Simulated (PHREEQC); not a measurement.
Dissolve 0.0011 mol HF, 4e-05 mol KF and 0.0061 mol H2SO4 per kg of water at 25 °C. Closed to the air; pH follows from the charge balance.

Model: ion-association model, wateq4f.dat, run in PHREEQC.

Each row changes one thing in this solution. This is a speciation only: nothing precipitates in the calculation.

```json
[
 {"case": "as made", "pH": "2.05", "ionic strength (mol/kgw)": "0.0137", "SO4-2 (mol/kgw)": "0.00377", "HSO4- (mol/kgw)": "0.00233", "HF (mol/kgw)": "0.00104", "F- (mol/kgw)": "8.81e-5"},
 {"case": "diluted 100-fold with water", "pH": "3.89", "ionic strength (mol/kgw)": "0.000191", "SO4-2 (mol/kgw)": "6.03e-5", "HSO4- (mol/kgw)": "7.18e-7", "HF (mol/kgw)": "1.82e-6", "F- (mol/kgw)": "9.58e-6"},
 {"case": "KF from 4e-05 to 8e-05 mol/kgw", "pH": "2.05", "ionic strength (mol/kgw)": "0.0138", "SO4-2 (mol/kgw)": "0.00378", "HSO4- (mol/kgw)": "0.00232", "HF (mol/kgw)": "0.00108", "F- (mol/kgw)": "9.15e-5"},
 {"case": "HF from 0.0011 to 0.0055 mol/kgw", "pH": "2.04", "ionic strength (mol/kgw)": "0.0140", "SO4-2 (mol/kgw)": "0.00374", "HSO4- (mol/kgw)": "?", "HF (mol/kgw)": "0.00498", "F- (mol/kgw)": "?"},
 {"case": "temperature from 25 to 30 °C", "pH": "2.05", "ionic strength (mol/kgw)": "?", "SO4-2 (mol/kgw)": "0.00363", "HSO4- (mol/kgw)": "0.00247", "HF (mol/kgw)": "0.00105", "F- (mol/kgw)": "8.22e-5"},
 {"case": "H2SO4 from 0.0061 to 0.00122 mol/kgw", "pH": "2.63", "ionic strength (mol/kgw)": "0.00354", "SO4-2 (mol/kgw)": "0.00103", "HSO4- (mol/kgw)": "0.000192", "HF (mol/kgw)": "0.000869", "F- (mol/kgw)": "0.000266"},
 {"case": "temperature from 25 to 75 °C", "pH": "2.13", "ionic strength (mol/kgw)": "0.0104", "SO4-2 (mol/kgw)": "0.00215", "HSO4- (mol/kgw)": "0.00395", "HF (mol/kgw)": "0.00110", "F- (mol/kgw)": "4.16e-5"},
 {"case": "KF from 4e-05 to 4.4e-05 mol/kgw", "pH": "2.05", "ionic strength (mol/kgw)": "0.0137", "SO4-2 (mol/kgw)": "0.00377", "HSO4- (mol/kgw)": "0.00233", "HF (mol/kgw)": "0.00105", "F- (mol/kgw)": "8.85e-5"}
]
```

Fill in the missing entries.


- HF from 0.0011 to 0.0055 mol/kgw, HSO4- (mol/kgw): 0.00236
- HF from 0.0011 to 0.0055 mol/kgw, F- (mol/kgw): 0.000409
- temperature from 25 to 30 °C, ionic strength (mol/kgw): 0.0135

Constants without temperature data keep their 25 °C values here.
